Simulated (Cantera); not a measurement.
**Ignition delay**

Mixture: CH₄ : O₂ : N₂ = 1 : 3.33 : 12.5 (molar parts), equivalence ratio 0.60, at 458 Torr, adiabatic and at constant pressure. Ignition delay is the time to a rise of 400 K.

Cantera simulation using GRI-Mech 3.0 (53 species, 325 reactions); the numbers are that mechanism's predictions, not measurements.

```json
[
 {"T0 (K)": "1050", "delay (ms)": "579"},
 {"T0 (K)": "1100", "delay (ms)": "249"},
 {"T0 (K)": "1150", "delay (ms)": "112"},
 {"T0 (K)": "1200", "delay (ms)": "52.5"},
 {"T0 (K)": "1250", "delay (ms)": "25.8"},
 {"T0 (K)": "1300", "delay (ms)": "13.2"},
 {"T0 (K)": "1350", "delay (ms)": "7.07"},
 {"T0 (K)": "1400", "delay (ms)": "3.97"}
]
```

```yaml
apparent activation energy between 1300 and 1400 K: 180 kJ/mol
```
